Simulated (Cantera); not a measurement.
Charge: 1 mol SiH₂Cl₂, 0.14 mol HCl, 11 mol H₂, held at 2.55 Torr.

These are equilibrium values from Cantera (NASA tables, ideal gas, pure condensed phases), not measurements of a reactor. Candidate condensed phases: Si; 19 gas species. The tables' values for SiCl, SiCl₃ are old estimates; treat these amounts as uncertain. Gases not in the tables: Si₂H₆ and higher silanes. Rates play no part.

**Question.** At 1477 °C, list the 4 most abundant gas species with their mole fractions, and the condensed phases.

**Answer.** H₂ 0.867, HCl 0.0939, SiCl₂ 0.0338, H 0.00371. Condensed: Si(l).
